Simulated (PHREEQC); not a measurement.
0.046 g of hydrous ferric oxide (600 m²/g; 0.2 weak and 0.005 strong sites per Fe, Dzombak-Morel constants, diffuse double layer) in 1 kg of water with 0.1 mol/kgw of an inert sodium salt and 5.2e-05 mol/kgw NiCl2, at 25 °C; the pH is set by adding NaOH or the inert anion's acid. Oxygen is held at 0.21 atm. The system is closed to CO2. No solid was allowed to form.

The series has 13 steps of pH, from 3 to 11.

Model: ion-association model, wateq4f.dat, run in PHREEQC.

### Question
Near which pH is half of the Ni sorbed, and on which side is more sorbed?

### Answer
Near pH 7.8, with more sorbed at higher pH.

### Question
At which pH does the surface charge pass through zero?

### Answer
Near pH 9.8.

Along this series the solution becomes supersaturated in solids that the run did not let form, among them Ni(OH)2. The oxide is taken as insoluble; below pH 4 it would dissolve.
